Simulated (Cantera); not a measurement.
# CCl₄ + H₂ + HCl (fluorocarbon and chlorocarbon gases)

Input: 1 mol CCl₄, 1.1 mol H₂, 1.1 mol HCl, at 8.40 Pa.

Cantera equilibrium calculation (NASA polynomials, part measured and part estimated; ideal gas, pure solids and liquids). Candidate condensed phases: C, C₆H₆, C₇H₈, C₈H₁₈; 91 gas species. Rates play no part.

From 2150 K to 2550 K the condensed part is C(graphite). From 2650 K to 2950 K nothing is condensed. The main C-bearing gas is C₂H₂ (acetylene) at 2150 K and C at 2950 K.

```csv
T (K),x Cl,x H,x HCl,x C,x H₂,x C₃,n C(graphite)
2150,0.505,0.104,0.340,7.32e-6,0.0513,1.02e-5,0.998
2250,0.554,0.182,0.213,4.34e-5,0.0506,7.74e-5,0.995
2350,0.584,0.262,0.115,0.000221,0.0372,0.000492,0.983
2450,0.596,0.322,0.0563,0.000982,0.0216,0.00267,0.920
2550,0.593,0.352,0.0256,0.00389,0.0107,0.0127,0.624
2650,0.577,0.359,0.0114,0.0116,0.00493,0.0316,0
2750,0.573,0.364,0.00541,0.0229,0.00238,0.0265,0
2850,0.567,0.363,0.00266,0.0408,0.00117,0.0193,0
2950,0.558,0.359,0.00135,0.0638,0.000594,0.0109,0
```
x: gas mole fraction; n: condensed amount in mol.
